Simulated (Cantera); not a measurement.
A closed system holds: 1 mol SiH2Cl2, 0.048 mol Cl2, 450 mol H2, at 1550 °C and 1 atm.

These are equilibrium values from Cantera (NASA tables, ideal gas, pure condensed phases), not measurements of a reactor. Candidate condensed phases: Si; 19 gas species. Gases not in the tables: Si2H6 and higher silanes. Rates play no part.

Base state: H2 0.995, HCl 0.00451, H 0.000429, SiCl2 6.12e-5, SiH2 3.49e-5 (mole fractions); condensed: Si(l).

Problem. What changes in the equilibrium state with this change: SiH2Cl2 replaced by Si2Cl6?

Solution. 
| species | before | after |
|---|---|---|
| H2 | 0.995 | 0.987 |
| HCl | 0.00451 | 0.0125 |
| SiCl2 | 6.12e-5 | 0.000473 |
| SiH2 | 3.49e-5 | 3.47e-5 |
| H | 0.000429 | 0.000428 |
| Si(l), mol | 0.951 | 1.76 |
The feed counts by its element totals alone.

Problem. What changes in the equilibrium state with this change: temperature from 1550 °C to 777 °C?

Solution. 
| species | before | after |
|---|---|---|
| H2 | 0.995 | 0.996 |
| HCl | 0.00451 | 0.00311 |
| SiHCl3 | 2.39e-8 | 0.000294 |
| H | 0.000429 | 8.04e-9 |
| SiCl4 | <1e-9 | 8.83e-5 |
| SiH2 | 3.49e-5 | <1e-9 |
| SiH2Cl2 | 2.56e-7 | 0.000112 |
| SiH3Cl | 8.45e-7 | 1.10e-5 |
| SiCl2 | 6.12e-5 | 1.81e-5 |
| Si(l), mol | 0.951 | 0 |
| Si(s), mol | 0 | 0.759 |
